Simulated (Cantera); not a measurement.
An isothermal, constant-pressure homogeneous reactor starts with NO : N₂ = 1 : 0.35 (molar parts), at 2123 K and 5400 Pa. Integrator tolerance rtol = 1e-08.

Computed with Cantera and GRI-Mech 3.0 (53 species, 325 reactions).

| quantity | before | after |
|---|---|---|
| x(NO) at 4.00 s | 0.0388 (gas-phase equilibrium 0.0123) | 0.0999 (gas-phase equilibrium 0.0110) |
| x(O) at 4.00 s | 0.00417 (gas-phase equilibrium 0.00424) | 0.00286 (gas-phase equilibrium 0.00304) |
| x(O₂) at 4.00 s | 0.348 (gas-phase equilibrium 0.361) | 0.318 (gas-phase equilibrium 0.363) |
| x(N₂) at 4.00 s | 0.609 (gas-phase equilibrium 0.622) | 0.579 (gas-phase equilibrium 0.623) |
| x(N₂O) at 4.00 s | 4.80e-7 (gas-phase equilibrium 1.42e-7) | 2.73e-6 (gas-phase equilibrium 1.27e-7) |

Q: Which change was made?
A) pressure from 5400 Pa to 110000 Pa
B) pressure from 5400 Pa to 97000 Pa
C) temperature 2123 to 2075 K
D) NO 1 to 0.21 parts

A: C, temperature 2123 to 2075 K
